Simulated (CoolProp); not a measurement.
R1336mzz(Z) along the isobar 0.145 MPa: fugacity coefficient from the reference equation and from simpler models built on Tc = 444.5 K, pc = 2.904 MPa, ω = 0.386; each cubic takes its own stable root.

Computed with CoolProp (reference Helmholtz-energy equation of state, McLinden 2020).

```
T (K)   phase  reference
-----  ------  ---------
194.2  liquid  0.0005021
229.9  liquid    0.01284
265.5  liquid     0.1154
301.2  liquid     0.5478
336.9     gas     0.9508
372.5     gas     0.9662
408.2     gas     0.9758
443.8     gas     0.9822
479.5     gas     0.9866
```

How far does each simpler model (van der Waals, Soave-Redlich-Kwong) lie from the reference over these 9 states: mean and median of the absolute difference, and the worst?


- van der Waals: mean 5265.7 %, median 2.2 %, worst +41485.3 % at 194.2 K and 0.145 MPa
- Soave-Redlich-Kwong: mean 0.6 %, median 0.7 %, worst +1.7 % at 194.2 K and 0.145 MPa

At some of these states van der Waals gives the other phase, because its saturation line lies elsewhere.
